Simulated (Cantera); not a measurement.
A Cantera script and its output.

```python
import numpy as np
import cantera as ct

gas = ct.Solution("gri30.yaml")
gas.TPX = 2150, 2666, {'NO': 1, 'N2': 0.43}
reactor = ct.IdealGasConstPressureReactor(gas, energy="off", clone=False)
net = ct.ReactorNet([reactor])
net.rtol, net.atol = 1e-08, 1e-18
show = ['NO', 'O', 'O2', 'NO2', 'N2O', 'N2']
times = np.geomspace(3e-06, 80, 11)

steps = ct.SolutionArray(gas, extra=["t"])
rows = []
print(f"{'t/s':>10s}{'T/K':>9s}{'P/Pa':>11s}" + "".join(f"{s:>11s}" for s in show))
for t in times:
    while net.time < t:
        t_next = net.step()
        steps.append(gas.state, t=t_next)
    rows.append([np.interp(t, steps.t, y) for y in (steps.T, steps.P, *steps(*show).X.T)])
    print(f"{t:10.3e}{rows[-1][0]:9.1f}{rows[-1][1]:11.4g}" + "".join(f"{x:11.3e}" for x in rows[-1][2:]))
rate = np.gradient(steps.T, steps.t)
print("integrator steps:", len(steps.t))
if steps.T.max() > steps.T[0] + 200:
    print(f"time of steepest temperature rise: {steps.t[rate.argmax()]:.4e} s")
gas.TPX = 2150, 2666, {'NO': 1, 'N2': 0.43}
gas.equilibrate("TP")
print(f"equilibrium (TP): T = {gas.T:.1f} K  " + "  ".join(f"{s} {gas[s].X[0]:.3e}" for s in show))
```

Result:

```
       t/s      T/K       P/Pa         NO          O         O2        NO2        N2O         N2
 3.000e-06   2150.0       2666  6.993e-01  1.252e-07  1.039e-11  6.190e-12  1.251e-07  3.007e-01
 1.659e-05   2150.0       2666  6.993e-01  6.927e-07  3.184e-10  1.887e-10  6.910e-07  3.007e-01
 9.169e-05   2150.0       2666  6.993e-01  3.848e-06  9.748e-09  5.608e-09  3.796e-06  3.007e-01
 5.069e-04   2150.0       2666  6.993e-01  2.186e-05  3.057e-07  1.502e-07  2.027e-05  3.007e-01
 2.802e-03   2150.0       2666  6.990e-01  1.369e-04  1.048e-05  2.576e-06  9.306e-05  3.007e-01
 1.549e-02   2150.0       2666  6.971e-01  8.854e-04  4.379e-04  1.717e-05  2.072e-04  3.014e-01
 8.565e-02   2150.0       2666  6.787e-01  2.074e-03  8.794e-03  3.589e-05  1.648e-04  3.102e-01
 4.735e-01   2150.0       2666  5.504e-01  3.628e-03  7.193e-02  6.958e-05  8.787e-05  3.739e-01
 2.618e+00   2150.0       2666  1.054e-01  6.535e-03  2.925e-01  2.764e-05  2.439e-06  5.955e-01
 1.447e+01   2150.0       2666  1.319e-02  7.001e-03  3.383e-01  3.727e-06  1.075e-07  6.415e-01
 8.000e+01   2150.0       2666  1.293e-02  7.003e-03  3.385e-01  3.654e-06  1.061e-07  6.416e-01
integrator steps: 975
equilibrium (TP): T = 2150.0 K  NO 1.293e-02  O 7.003e-03  O2 3.385e-01  NO2 3.654e-06  N2O 1.061e-07  N2 6.416e-01
```

Model: GRI-Mech 3.0 (53 species, 325 reactions), integrated in Cantera. Radical loss at walls, strong at low pressure, is not modelled.
